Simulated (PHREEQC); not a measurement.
Consider water at 31 °C with 0.0005 mol/kgw Ca(HCO3)2, 0.0013 mol/kgw Na2SO4 and 5.8e-05 mol/kgw NaCl. Closed to the air; pH follows from the charge balance.

All values are PHREEQC results (ion-association model, phreeqc.dat), not measurements.

Task: The ionic strength comes out as 0.00520 mol/kgw. What activity coefficients do Cl-, Na+, HCO3-, OH-, CO3-2 get?

Result: Cl- 0.92, Na+ 0.93, HCO3- 0.93, OH- 0.92, CO3-2 0.74.

No solid was allowed to form. Species that the database lacks are ignored.
